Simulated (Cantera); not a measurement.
An isothermal, constant-pressure homogeneous reactor starts with NO : N₂ = 1 : 3.5 (molar parts), at 1600 K and 0.0870 bar.

Cantera simulation using GRI-Mech 3.0 (53 species, 325 reactions); the numbers are that mechanism's predictions, not measurements.

One state of this run: x NO = 0.197; x N₂O = 1.32e-5; x O = 6.08e-6; x NO₂ = 5.86e-5; x O₂ = 0.0127. x: mole fraction; the columns are a selection and need not sum to one.

Task: Which value of t (s) does it belong to?
A. 0.0400
B. 100
C. 0.283
D. 5.32

Result: B, 100
